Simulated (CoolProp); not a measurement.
Water along the isobar 33 MPa: density (kg/m³) from the reference equation and from simpler models built on Tc = 373.9 °C, pc = 22.06 MPa, ω = 0.344; each cubic takes its own stable root.

Values from CoolProp's reference Helmholtz-energy equation of state, Wagner 2002.

```json
[
 {"T (°C)": "68.15", "phase": "liquid", "reference": "992.8", "van der Waals": "487.5", "Peng-Robinson": "827.4"},
 {"T (°C)": "92.95", "phase": "liquid", "reference": "977.8", "van der Waals": "478.1", "Peng-Robinson": "811.6"},
 {"T (°C)": "117.75", "phase": "liquid", "reference": "960.4", "van der Waals": "468.4", "Peng-Robinson": "794.3"},
 {"T (°C)": "142.55", "phase": "liquid", "reference": "940.7", "van der Waals": "458.2", "Peng-Robinson": "775.5"},
 {"T (°C)": "167.35", "phase": "liquid", "reference": "918.8", "van der Waals": "447.4", "Peng-Robinson": "754.7"},
 {"T (°C)": "192.25", "phase": "liquid", "reference": "894.6", "van der Waals": "436.1", "Peng-Robinson": "731.7"},
 {"T (°C)": "217.05", "phase": "liquid", "reference": "868.0", "van der Waals": "424.1", "Peng-Robinson": "706.4"},
 {"T (°C)": "241.85", "phase": "liquid", "reference": "838.6", "van der Waals": "411.3", "Peng-Robinson": "678.0"}
]
```
